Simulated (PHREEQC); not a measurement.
Dissolve 0.035 mol/kgw LiI at 20 °C. Closed to the air; pH follows from the charge balance.

Computed with PHREEQC (ion-association model, wateq4f.dat).

| Item | Value |
|---|---|
| ionic strength | 0.0350 mol/kgw |

```csv
species,molality,activity,log γ
I-,0.0350,0.0295,-0.074
Li+,0.0350,0.0299,-0.069
OH-,9.66e-8,8.08e-8,-0.078
H+,9.66e-8,8.40e-8,-0.061
```

Precipitation was switched off in this run.
